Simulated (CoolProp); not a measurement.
50 sccm (0 °C, 1 atm) of nitrogen bubbles through liquid tetrahydrofuran at 288.5 K and leaves saturated at a total pressure of 0.0793 MPa (ideal gas phase). Each further row changes one setting.

The numbers come from the reference Helmholtz-energy equation of state, Fiedler 2023 in CoolProp.

| case | vapour pressure (kPa) | mole fraction of vapour | delivery (mg/min) | delivery (sccm) | change of delivery for a bath 1 K warmer (%) |
|---|---|---|---|---|---|
| as stated | 13.9 | 0.176 | [?] | 10.7 | 5.9 |
| bath temperature 293.5 K | 17.6 | [?] | 45.8 | 14.2 | [?] |
| total pressure 0.159 MPa | 13.9 | 0.0876 | 15.4 | 4.80 | [?] |

What belongs in the gaps?


- as stated, delivery (mg/min): 34.3
- bath temperature 293.5 K, mole fraction of vapour: 0.222
- bath temperature 293.5 K, change of delivery for a bath 1 K warmer (%): 6.0
- total pressure 0.159 MPa, change of delivery for a bath 1 K warmer (%): 5.3
